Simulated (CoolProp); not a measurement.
Properties of trans-2-butene along the isobar 607 kPa.

Computed with CoolProp (reference Helmholtz-energy equation of state, Lemmon 2005). It is a short technical equation, of lower accuracy than the large ones.

```
T (°C)   phase  Joule-Thomson coefficient (K/MPa)  fugacity coefficient
------  ------  ---------------------------------  --------------------
-64.45  liquid                            -0.4938              0.005593
-30.85  liquid                            -0.4407               0.04169
2.85    liquid                                [?]                0.1756
36.45   liquid                            -0.2390                0.5042
70.05      gas                              21.21                0.8908
103.75     gas                              14.70                   [?]
137.35     gas                              10.89                   [?]
170.95     gas                              8.422                0.9537
204.55     gas                                [?]                0.9637
238.25     gas                              5.514                   [?]
```

Task: Fill in the missing entries.

Result: 
- 2.85, Joule-Thomson coefficient (K/MPa): -0.3617
- 103.75, fugacity coefficient: 0.9205
- 137.35, fugacity coefficient: 0.9401
- 204.55, Joule-Thomson coefficient (K/MPa): 6.732
- 238.25, fugacity coefficient: 0.9712
